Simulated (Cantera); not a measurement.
Input: 1 mol Cu₂O, 5.1 mol H₂, 0.039 mol H₂O, held at 1823 K and 0.000120 bar.

Method: chemical equilibrium by Gibbs-energy minimisation in Cantera with the NASA 1993 tables (ideal gas, pure condensed phases). Candidate condensed phases: Cu, CuO, Cu(OH)₂, Cu₂O, H₂O; 12 gas species. Equilibrium is a limit: real reactors are often held back by kinetics, nucleation or transport.

Base state: H₂ 0.551, Cu 0.276, H₂O 0.143, H 0.0294, OH 0.000529, Cu₂ 2.74e-5, O 2.17e-5 (mole fractions); condensed: gas only.

### Question
What changes in the equilibrium state with this change: H₂ from 5.1 to 0.38 mol?

### Answer
```json
[
 {"species": "Cu", "before": "0.276", "after": "0.727"},
 {"species": "H₂O", "before": "0.143", "after": "0.145"},
 {"species": "O₂", "before": "2.48e-6", "after": "0.110"},
 {"species": "H₂", "before": "0.551", "after": "0.00265"},
 {"species": "H", "before": "0.0294", "after": "0.00204"},
 {"species": "CuO", "before": "6.13e-7", "after": "0.000341"},
 {"species": "O", "before": "2.17e-5", "after": "0.00457"},
 {"species": "OH", "before": "0.000529", "after": "0.00775"},
 {"species": "Cu₂", "before": "2.74e-5", "after": "0.000191"}
]
```

### Question
What changes in the equilibrium state with this change: temperature from 1823 K to 1100 K?

### Answer
```json
[
 {"species": "H₂", "before": "0.551", "after": "0.798"},
 {"species": "H₂O", "before": "0.143", "after": "0.202"},
 {"species": "Cu", "before": "0.276", "after": "4.96e-6"},
 {"species": "H", "before": "0.0294", "after": "2.11e-6"},
 {"species": "OH", "before": "0.000529", "after": "2.38e-9"},
 {"species": "Cu₂", "before": "2.74e-5", "after": "<1e-9"},
 {"species": "O", "before": "2.17e-5", "after": "<1e-9"},
 {"species": "Cu(s), mol", "before": "0", "after": "2.00"}
]
```

### Question
What changes in the equilibrium state with this change: temperature from 1823 K to 1525 K?

### Answer
```tsv
species	before	after
H₂	0.551	0.713
H₂O	0.143	0.181
Cu	0.276	0.104
H	0.0294	0.00182
O	2.17e-5	3.15e-8
OH	0.000529	1.44e-5
Cu₂	2.74e-5	4.76e-5
Cu(l), mol	0	1.40
```
